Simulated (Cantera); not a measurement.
Chlorosilane synthesis and conversion: Si + HCl + H2

Input: 1 mol Si, 0.67 mol HCl, 7.4 mol H2, equilibrated at 1.60 bar.

Method: chemical equilibrium by Gibbs-energy minimisation in Cantera with the NASA 1993 tables (ideal gas, pure condensed phases). Candidate condensed phases: Si; 19 gas species. The tables' values for SiCl3 are old estimates; treat these amounts as uncertain. Gases not in the tables: Si2H6 and higher silanes. Equilibrium is a limit: real reactors are often held back by kinetics, nucleation or transport.

From 227 °C to 1327 °C the condensed part is Si(s). At 1427 °C the condensed part is Si(l). The main Si-bearing gas is SiHCl3 at 227 °C and SiCl2 at 1427 °C.

| T (°C) | log p H2 | log p HCl | log p SiHCl3 | log p SiCl2 | log p SiCl4 | log p SiCl3 | log p SiH2Cl2 | n Si(s) | n Si(l) |
|---|---|---|---|---|---|---|---|---|---|
| 227 | 0.19 | -5.77 | -1.63 | <-11 | -1.79 | -9.10 | -2.94 | 0.801 | 0 |
| 327 | 0.19 | -4.50 | -1.65 | -9.55 | -1.78 | -7.24 | -2.81 | 0.801 | 0 |
| 427 | 0.19 | -3.61 | -1.66 | -7.55 | -1.77 | -5.92 | -2.74 | 0.802 | 0 |
| 527 | 0.19 | -2.94 | -1.68 | -6.06 | -1.77 | -4.94 | -2.69 | 0.803 | 0 |
| 627 | 0.19 | -2.42 | -1.70 | -4.91 | -1.77 | -4.18 | -2.65 | 0.807 | 0 |
| 727 | 0.19 | -2.02 | -1.73 | -4.00 | -1.79 | -3.59 | -2.64 | 0.815 | 0 |
| 827 | 0.19 | -1.70 | -1.78 | -3.28 | -1.84 | -3.13 | -2.65 | 0.829 | 0 |
| 927 | 0.19 | -1.45 | -1.87 | -2.71 | -1.94 | -2.79 | -2.69 | 0.848 | 0 |
| 1027 | 0.18 | -1.26 | -2.02 | -2.28 | -2.13 | -2.59 | -2.77 | 0.868 | 0 |
| 1127 | 0.18 | -1.14 | -2.27 | -2.00 | -2.44 | -2.53 | -2.92 | 0.883 | 0 |
| 1227 | 0.17 | -1.08 | -2.61 | -1.83 | -2.88 | -2.61 | -3.13 | 0.891 | 0 |
| 1327 | 0.17 | -1.06 | -2.99 | -1.76 | -3.39 | -2.77 | -3.38 | 0.893 | 0 |
| 1427 | 0.17 | -1.05 | -3.38 | -1.72 | -3.89 | -2.95 | -3.63 | 0 | 0.894 |
log p: log10 of the partial pressure in bar; n: condensed amount in mol.
